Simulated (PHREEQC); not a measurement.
Dissolve 0.24 mol/kgw HF and 9.8e-05 mol/kgw NH4HF2 at 81 °C. Closed to the air; pH follows from the charge balance.

All values are PHREEQC results (ion-association model, phreeqc.dat), not measurements.

This is a speciation only: nothing precipitates in the calculation.

**Question.** Estimate the pH, ionic strength.

**Answer.** pH 2.00; ionic strength 0.0111 mol/kgw.

**Question.** In which forms is F present?

**Answer.** HF 93 %, HF2- 4.5 %, F- 2.4 % of the F.

Complexes and solids missing from the database can't appear. At this temperature some constants are extrapolated from 25 °C, and those without enthalpy data are left unchanged.
